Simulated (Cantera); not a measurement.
Feed: 1 mol B2O3, 1.2 mol NH3, 0.25 mol H2, held at 1850 °C and 0.200 bar.

Cantera equilibrium calculation (NASA polynomials, part measured and part estimated; ideal gas, pure solids and liquids). Candidate condensed phases: B, BN, B2O3, B3O3H3, H2O; 39 gas species. Rates play no part.

Base state: H2 0.473, B2O3 0.174, N2 0.163, HBO2 0.0913, HBO 0.0598, B2O2 0.0173, BO 0.00905, H2O 0.00600 (mole fractions); condensed: gas only.

Q: What changes in the equilibrium state with this change: temperature from 1850 °C to 2100 °C?

A: 
```csv
species,before,after
H2,0.473,0.442
N2,0.163,0.160
B2O3,0.174,0.152
BO,0.00905,0.0317
H,0.00552,0.0208
H2O,0.00600,0.0117
B2O2,0.0173,0.0155
HBO2,0.0913,0.102
HBO,0.0598,0.0635
OH,8.65e-6,9.77e-5
BO2,0.000159,0.00102
```
